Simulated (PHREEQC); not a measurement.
NaOH is added in steps, without added water, to 1 kg of water holding 0.086 mol HF, 0.013 mol K2HPO4 and 0.00016 mol NaCl, at 25 °C. O2 is buffered at 0.21 atm. No CO2 enters from the air. No solid was allowed to form.

Base run: PHREEQC, ion-association model, wateq4f.dat. Each further column changes one thing. The table gives HPO4-2 (mol/kgw).

```
NaOH added (mol)     base  metal-ligand complexes left out  all activity coefficients set to 1  Debye-Hückel limiting law  Davies equation for every ion
----------------  -------  -------------------------------  ----------------------------------  -------------------------  -----------------------------
0                 3.90e-7                          3.90e-7                             2.76e-7                    4.41e-7                        3.99e-7
0.0165            1.03e-6                          1.04e-6                             7.13e-7                    1.21e-6                        1.06e-6
0.033             2.39e-6                          2.43e-6                             1.61e-6                    2.92e-6                        2.46e-6
0.0495            5.95e-6                          6.07e-6                             3.87e-6                    7.55e-6                        6.10e-6
0.066             2.70e-5                          2.78e-5                             1.71e-5                    3.56e-5                        2.77e-5
0.0825            0.00884                          0.00949                             0.00790                    0.00911                        0.00884
0.099             0.00649                          0.00682                             0.00779                    0.00513                        0.00643
```

wateq4f.dat counts part of the HF as a dimer, H2F2, which phreeqc.dat doesn't know; its constant is uncertain. H3PO4, which wateq4f.dat lacks, is added to it with the constant of phreeqc.dat.
